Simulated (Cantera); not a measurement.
**Adiabatic ignition**

An adiabatic, constant-pressure homogeneous reactor starts with H₂ : O₂ : N₂ = 1 : 0.21 : 2.38 (molar parts), at 1725 K and 3.10 bar.

Cantera simulation using GRI-Mech 3.0 (53 species, 325 reactions); the numbers are that mechanism's predictions, not measurements. The hydrogen kinetics of GRI-Mech 3.0 are dated; newer H2 mechanisms differ, most at raised pressure.

```
t (s)     T (K)   x H₂      x O₂      x NO      x H   x H₂O₂    x H₂O
--------  -----  -----  --------  --------  -------  -------  -------
1.00e-6    1725  0.279    0.0585    <1e-12  1.42e-5  1.05e-7  1.18e-5
4.06e-6    1758  0.233    0.0410   9.44e-8   0.0273  4.62e-7   0.0312
1.65e-5    2199  0.148  0.000375   2.05e-5   0.0473  1.08e-7    0.114
6.71e-5    2416  0.162   5.86e-5   3.59e-5   0.0181  2.42e-8    0.120
0.000273   2495  0.168   9.23e-6   4.56e-5  0.00720  5.39e-9    0.123
0.00111    2503  0.169   6.34e-6   5.96e-5  0.00599  3.87e-9    0.123
0.00451    2503  0.169   6.32e-6   9.65e-5  0.00599  3.86e-9    0.123
0.0183     2503  0.169   6.30e-6  0.000120  0.00598  3.85e-9    0.123
0.0745     2503  0.169   6.30e-6  0.000120  0.00598  3.85e-9    0.123
0.303      2503  0.169   6.30e-6  0.000120  0.00598  3.85e-9    0.123
1.23       2503  0.169   6.30e-6  0.000120  0.00598  3.85e-9    0.123
5.00       2503  0.169   6.30e-6  0.000120  0.00598  3.85e-9    0.123
```
x: mole fraction; the columns are a selection and need not sum to one.

```json
{
  "time_of_steepest_temperature_rise": "4.65 µs",
  "temperature at 5.00 s": "2503 K",
  "equilibrium_temperature": "2503 K",
  "x(H₂) at 5.00 s": "0.169 (gas-phase equilibrium 0.169)",
  "x(O₂) at 5.00 s": "6.30e-6 (gas-phase equilibrium 6.30e-6)",
  "x(NO) at 5.00 s": "0.000120 (gas-phase equilibrium 0.000120)"
}
```
